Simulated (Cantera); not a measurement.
What does this Cantera script print?

```python
import numpy as np
import cantera as ct

gas_names = """
    C CN CO CO2 C2 CCN CNC C2N2 C2O C3 C3O2 C4 C4N2 C5 N NCO NO NO2 NO3 N2 N2O O O2 O3 Si SiC SiC2 SiN
    SiO SiO2 Si2 Si2C Si2N Si3
""".split()
cond_names = """
    C(gr) Si(cr) Si(L) SiC(b) SiO2(Lqz) SiO2(hqz) SiO2(L) Si2N2O(s) Si3N4(a)
""".split()


def load(file, names, dense=False):
    # The tables refer to 1 bar. Condensed volumes are neglected.
    table = {s.name: s for s in ct.Species.list_from_file(file)}
    out = []
    for n in names:
        d = dict(table[n].input_data)
        d["thermo"] = dict(d["thermo"], **{"reference-pressure": 1e5})
        if dense:
            d["equation-of-state"] = {"model": "constant-volume", "density": "1e6 g/cm^3"}
        out.append(ct.Species.from_dict(d))
    return out


gas = ct.Solution(thermo="ideal-gas", species=load("nasa_gas.yaml", gas_names))
cond = {s.name: ct.Solution(thermo="fixed-stoichiometry", species=[s], name=s.name)
        for s in load("nasa_condensed.yaml", cond_names, dense=True)}
atoms = {
    'Si': {'Si': 1},
    'CO2': {'C': 1, 'O': 2},
    'N2': {'N': 2},
    'N2O': {'N': 2, 'O': 1},
}
top_T = {'C(gr)': 4500, 'SiC(b)': 3050, 'Si2N2O(s)': 2100, 'Si3N4(a)': 2400}  # K; cautious upper limits of use, not melting points


def equilibrate(T, P, feed):
    n = {}
    for name, mol in feed.items():
        for a, k in atoms[name].items():
            n[a] = n.get(a, 0.0) + k * mol
    gas.TPX = T, P, n
    mass = sum(n.values()) * gas.mean_molecular_weight
    gas.equilibrate("TP")
    valid = [c for c in cond.values() if c.min_temp <= T <= top_T.get(c.name, c.max_temp)]
    mix = ct.Mixture([(gas, mass / gas.mean_molecular_weight)] + [(c, 0.0) for c in valid])
    mix.T, mix.P = T, P
    mix.equilibrate("TP", solver="vcs", rtol=1e-11, max_steps=5000)
    return mix


results = []
feed = {'Si': 1, 'CO2': 0.027, 'N2': 270, 'N2O': 0.071}  # mol
T = 1550  # K
P = 68000  # Pa
mix = equilibrate(T, P, feed)
results.append((T, P, feed, dict(zip(mix.species_names, mix.species_moles))))
x = sorted(zip(gas.X, gas.species_names), reverse=True)
print(f"T = {T:g} K  P = {P:g} Pa  gas = {mix.phase_moles(0):.4g} mol")
print("   x: " + "  ".join(f"{s} {v:.3e}" for v, s in x if v > 0.001))
print("   condensed (mol): " + ("  ".join(f"{mix.phase(i).name} {mix.phase_moles(i):.4g}"
      for i in range(1, mix.n_phases) if mix.phase_moles(i) > 1e-12) or "none"))
```

Output:

```
T = 1550 K  P = 68000 Pa  gas = 269.5 mol
   x: N2 9.999e-01
   condensed (mol): Si2N2O(s) 0.09794  Si3N4(a) 0.268
```

Equilibrium computed with Cantera from the NASA thermochemical tables; the gas is ideal and each condensed phase is pure. Mutual solubility and eutectic melting of coexisting phases are not modelled.
